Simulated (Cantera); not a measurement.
An isothermal, constant-pressure homogeneous reactor starts with CH4 : N2 = 1 : 22 (molar parts), at 1975 K and 1.00 bar.

Computed with Cantera and GRI-Mech 3.0 (53 species, 325 reactions). GRI-Mech 3.0 stops at C3 and has no aromatics, soot or wall deposition, so with more carbon than oxygen in the feed, carbon stays in small species such as C2H2 where larger ones or solid carbon would form.

x: mole fraction; the columns are a selection and need not sum to one.

```json
[
 {"t (s)": "7.00e-5", "x CH4": "0.0406", "x H": "[?]", "x C2H6": "4.58e-5", "x C2H": "9.22e-9", "x HCN": "2.14e-8"},
 {"t (s)": "0.000214", "x CH4": "0.0282", "x H": "[?]", "x C2H6": "9.93e-5", "x C2H": "3.96e-7", "x HCN": "9.73e-7"},
 {"t (s)": "0.000654", "x CH4": "0.0119", "x H": "[?]", "x C2H6": "1.83e-5", "x C2H": "1.23e-6", "x HCN": "6.49e-6"},
 {"t (s)": "0.00200", "x CH4": "0.00397", "x H": "[?]", "x C2H6": "2.24e-6", "x C2H": "1.64e-6", "x HCN": "1.66e-5"},
 {"t (s)": "0.00612", "x CH4": "0.00115", "x H": "0.000325", "x C2H6": "2.09e-7", "x C2H": "1.86e-6", "x HCN": "2.95e-5"},
 {"t (s)": "0.0187", "x CH4": "0.000340", "x H": "0.000339", "x C2H6": "1.90e-8", "x C2H": "1.94e-6", "x HCN": "4.29e-5"},
 {"t (s)": "0.0572", "x CH4": "0.000106", "x H": "0.000343", "x C2H6": "1.96e-9", "x C2H": "1.96e-6", "x HCN": "5.67e-5"},
 {"t (s)": "0.175", "x CH4": "4.27e-5", "x H": "0.000344", "x C2H6": "3.90e-10", "x C2H": "1.96e-6", "x HCN": "7.25e-5"},
 {"t (s)": "0.535", "x CH4": "3.41e-5", "x H": "0.000344", "x C2H6": "2.80e-10", "x C2H": "1.96e-6", "x HCN": "0.000102"},
 {"t (s)": "1.64", "x CH4": "3.41e-5", "x H": "0.000344", "x C2H6": "2.80e-10", "x C2H": "1.96e-6", "x HCN": "0.000188"},
 {"t (s)": "5.00", "x CH4": "3.45e-5", "x H": "0.000344", "x C2H6": "2.85e-10", "x C2H": "1.95e-6", "x HCN": "0.000432"}
]
```

Task: What belongs in the gaps?

Result: 
- 7.00e-5, x H: 2.55e-5
- 0.000214, x H: 0.000123
- 0.000654, x H: 0.000223
- 0.00200, x H: 0.000289
